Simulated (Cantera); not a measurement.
Charge: 1 mol SiC, 0.051 mol C, 3.6 mol H2, equilibrated at 43.0 mbar.

Cantera equilibrium calculation (NASA polynomials, part measured and part estimated; ideal gas, pure solids and liquids). Candidate condensed phases: C, C6H6, C7H8, C8H18, Si, SiC; 99 gas species. Ions and electrons are included (thermal ionisation). Gases not in the tables: Si2H6 and higher silanes. Rates play no part.

Q: At 2727 °C, list the 4 most abundant gas species with their mole fractions, and the condensed phases.

A: H 0.454, H2 0.356, Si 0.101, SiC2 0.0594. Condensed: gas only.
